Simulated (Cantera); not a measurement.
Input: 1 mol Cu2O, a varied amount of C, 0.62 mol H2, equilibrated at 2400 °C and 3.90 bar.

Method: chemical equilibrium by Gibbs-energy minimisation in Cantera with the NASA 1993 tables (ideal gas, pure condensed phases). Candidate condensed phases: C, C6H6, C7H8, C8H18, Cu, CuO, Cu(OH)2, Cu2O, H2O; 113 gas species. Equilibrium is a limit: real reactors are often held back by kinetics, nucleation or transport.

Problem. Which condensed phases are stable at each of these points (n(C) (mol)): 0.45, 0.52, 0.62, 0.73, 0.86, 1, 1.2, 1.4, 1.6, 1.9, 2.3?

Solution. 
```
n(C) (mol)     condensed phases  Cu condensed (%)
----------  -------------------  ----------------
0.45                      Cu(l)              92.8
0.52                      Cu(l)              92.3
0.62                      Cu(l)              91.6
0.73                      Cu(l)              90.9
0.86                      Cu(l)              90.0
1                         Cu(l)              89.1
1.2         C(graphite) + Cu(l)              89.1
1.4         C(graphite) + Cu(l)              89.1
1.6         C(graphite) + Cu(l)              89.1
1.9         C(graphite) + Cu(l)              89.1
2.3         C(graphite) + Cu(l)              89.1
```

From 0.45 mol C to 1 mol C the condensed part is Cu(l). From 1.2 mol C to 2.3 mol C the condensed part is C(graphite) + Cu(l).
